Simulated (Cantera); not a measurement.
## NO annealing gas

An isothermal, constant-pressure homogeneous reactor starts with NO : N2 = 1 : 0.072 (molar parts), at 1648 K and 825 Torr.

Cantera simulation using GRI-Mech 3.0 (53 species, 325 reactions); the numbers are that mechanism's predictions, not measurements.

```
t (s)      x NO      x O2      x O    x N2     x NO2
--------  -----  --------  -------  ------  --------
3.00e-5   0.933   1.47e-9  2.73e-7  0.0672   1.23e-6
8.23e-5   0.933   5.63e-9  2.84e-7  0.0672   3.86e-6
0.000226  0.933   2.52e-8  3.13e-7  0.0672   1.12e-5
0.000620  0.933   1.56e-7  3.92e-7  0.0672   3.18e-5
0.00170   0.933   1.45e-6  6.14e-7  0.0672   9.20e-5
0.00468   0.932   1.90e-5  1.19e-6  0.0672  0.000262
0.0128    0.931  0.000226  2.06e-6  0.0676  0.000550
0.0352    0.929   0.00126  2.45e-6  0.0686  0.000676
0.0967    0.923   0.00426  2.80e-6  0.0717  0.000782
0.265     0.906    0.0123  3.57e-6  0.0799   0.00100
0.729     0.864    0.0333  5.02e-6   0.101   0.00138
2.00      0.765    0.0824  7.35e-6   0.150   0.00182
```
x: mole fraction; the columns are a selection and need not sum to one.

Equilibrium at this temperature and pressure: NO 0.00290, O2 0.465, O 1.66e-5, N2 0.532, NO2 1.61e-5 (gas phase only).
